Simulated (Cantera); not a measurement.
Predominance diagram of V at 427 °C against the partial pressures of O₂ and N₂ (log10, bar). Standard-state values (1 bar) from the NASA 1993 polynomials, evaluated with Cantera. Candidates: V(s), VN(s), VO(s), V₂O₃(s), V₂O₄(s), V₂O₅(s). Only these pure phases compete in this equilibrium. VN, VO: taken at fixed stoichiometry. Not in the tables: V₃O₅ to V₆O₁₃, V₂N.

```
log p(N₂) \ log p(O₂)
        columns: -19, -18, -17.1, -16.1, -15.2, -14.2, -13.3, -12.3, -11.4, -10.4, -9.5, -8.5, -7.6, -6.6, -5.7, -4.7, -3.8, -2.8, -1.9, -0.9, 0, 1
      0  A A A A A A A A A A A B B B B B B B B B B B
   -2.9  A A A A A A A A A A A B B B B B B B B B B B
   -5.8  A A A A A A A A A A A B B B B B B B B B B B
   -8.7  A A A A A A A A A A A B B B B B B B B B B B
  -11.6  A A A A A A A A A A A B B B B B B B B B B B
  -14.5  A A A A A A A A A A A B B B B B B B B B B B
  -17.4  A A A A A A A A A A A B B B B B B B B B B B
  -20.3  A A A A A A A A A A A B B B B B B B B B B B
  -23.2  A A A A A A A A A A A B B B B B B B B B B B
  -26.1  A A A A A A A A A A A B B B B B B B B B B B
    -29  A A A A A A A A A A A B B B B B B B B B B B
```

A: V₂O₄(s); B: V₂O₅(s).
